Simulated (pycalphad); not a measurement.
All values are pycalphad results on the COST 507 light-alloy database (1999) (1 atm), not direct measurements. The data set is of 1999 and partly superseded. Diffusion is slow at the low end, where real alloys seldom reach equilibrium.

**Question.** How does the equilibrium phase assembly of Ti-0.23Hf-3.11B (at.%) change on cooling from 2577 °C to 257 °C?

**Answer.** 
```
T (°C)    phases above    phases below
------  --------------  --------------
1603.3          liquid    bcc + liquid
1541.0    bcc + liquid        bcc + BM
881.2         bcc + BM  bcc + BM + hcp
880.5   bcc + BM + hcp        BM + hcp
```
Changes were sought between steps of 40 K, so a narrower field can be missed.

Database names, with the compositions (at.%) that they take in these runs: BM: Ti 50 B 50.
